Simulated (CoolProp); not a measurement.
Ethylene at several states: fugacity coefficient from the reference equation and from simpler models built on Tc = 282.4 K, pc = 5.042 MPa, ω = 0.087; each cubic takes its own stable root.

Model: reference Helmholtz-energy equation of state, Smukala 2000, in CoolProp.

```tsv
T (K)	p (MPa)	phase	reference
389.8	25.2	supercritical	0.6211
402.6	0.0376	gas	0.9992
138.1	27.4	liquid	0.001064
```

How far does each simpler model (Redlich-Kwong, Peng-Robinson) lie from the reference over these 3 states: mean and median of the absolute difference, and the worst?


- Redlich-Kwong: mean 4.6 %, median 0.9 %, worst -12.8 % at 138.1 K and 27.4 MPa
- Peng-Robinson: mean 1.6 %, median 1.6 %, worst -3.3 % at 389.8 K and 25.2 MPa
